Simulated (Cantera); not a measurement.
Input: 1 mol SiCl4, 1.5 mol NH3, 27 mol N2, at 0.150 Torr.

Method: chemical equilibrium by Gibbs-energy minimisation in Cantera with the NASA 1993 tables (ideal gas, pure condensed phases). Candidate condensed phases: NH4Cl, Si, Si3N4; 28 gas species. The tables' values for SiCl3, SiCl are old estimates; treat these amounts as uncertain. Equilibrium is a limit: real reactors are often held back by kinetics, nucleation or transport. All values below are at 1277 °C.

Base state: N2 0.867, HCl 0.0617, H2 0.0392, SiCl2 0.0309, Cl 0.000554, H 0.000441, SiCl3 0.000249, SiCl 3.38e-5 (mole fractions); condensed: gas only.

Task: What changes in the equilibrium state with this change: NH3 from 1.5 to 0.81 mol?

Result: 
| species | before | after |
|---|---|---|
| N2 | 0.867 | 0.895 |
| HCl | 0.0617 | 0.0634 |
| SiCl2 | 0.0309 | 0.0320 |
| H2 | 0.0392 | 0.00787 |
| SiCl4 | 5.58e-6 | 3.03e-5 |
| Si | 1.59e-5 | 3.12e-6 |
| SiCl3 | 0.000249 | 0.000590 |
